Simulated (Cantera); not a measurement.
A Cantera script and its output.

```python
import numpy as np
import cantera as ct

gas = ct.Solution("gri30.yaml")
gas.TPX = 1250, 31000, {'H2': 0.46, 'O2': 1, 'N2': 0.97}
inlet = ct.Reservoir(gas, clone=True)

reactor = ct.IdealGasConstPressureReactor(gas, energy="off", clone=False)
exhaust = ct.Reservoir(gas, clone=True)
tau = [9, 3.1, 1.1, 0.38, 0.13, 0.046, 0.016, 0.0056, 0.002, 0.00068, 0.00024][0]
for a, b in ((inlet, reactor), (reactor, exhaust)):
    ct.MassFlowController(a, b, mdot=lambda t: reactor.mass / tau)
net = ct.ReactorNet([reactor])
show = ['H2', 'O2', 'NO2', 'H2O2', 'NO']

rows = []
print(f"{'tau/s':>10s}{'T/K':>9s}" + "".join(f"{s:>11s}" for s in show))
for tau in [9, 3.1, 1.1, 0.38, 0.13, 0.046, 0.016, 0.0056, 0.002, 0.00068, 0.00024]:
    net.initial_time = 0.0
    net.advance(30 * tau)
    before = gas.X
    net.advance(40 * tau)
    drift = np.max(np.abs(gas.X - before) / (gas.X + 1e-9))
    rows.append([gas.T, *gas[show].X, drift])
    print(f"{tau:10.3e}{gas.T:9.1f}" + "".join(f"{x:11.3e}" for x in gas[show].X))
```

Result:

```
     tau/s      T/K         H2         O2        NO2       H2O2         NO
 9.000e+00   1250.0  2.425e-05  3.500e-01  8.602e-09  1.702e-07  5.088e-07
 3.100e+00   1250.0  4.922e-05  3.499e-01  7.745e-09  2.845e-07  4.238e-07
 1.100e+00   1250.0  9.776e-05  3.499e-01  5.715e-09  4.547e-07  3.203e-07
 3.800e-01   1250.0  1.970e-04  3.499e-01  3.538e-09  7.156e-07  2.276e-07
 1.300e-01   1250.0  3.967e-04  3.498e-01  1.991e-09  1.103e-06  1.657e-07
 4.600e-02   1250.0  7.720e-04  3.497e-01  1.202e-09  1.635e-06  1.431e-07
 1.600e-02   1250.0  1.492e-03  3.495e-01  8.792e-10  2.365e-06  1.664e-07
 5.600e-03   1250.0  2.812e-03  3.492e-01  7.789e-10  3.288e-06  2.545e-07
 2.000e-03   1250.0  5.128e-03  3.487e-01  7.325e-10  4.359e-06  4.341e-07
 6.800e-04   1250.0  9.454e-03  3.479e-01  6.645e-10  5.567e-06  7.583e-07
 2.400e-04   1250.0  1.683e-02  3.467e-01  5.569e-10  6.561e-06  1.187e-06
```

Computed with Cantera and GRI-Mech 3.0 (53 species, 325 reactions). The temperature is held fixed by assumption; the heat of reaction is taken as removed at once.
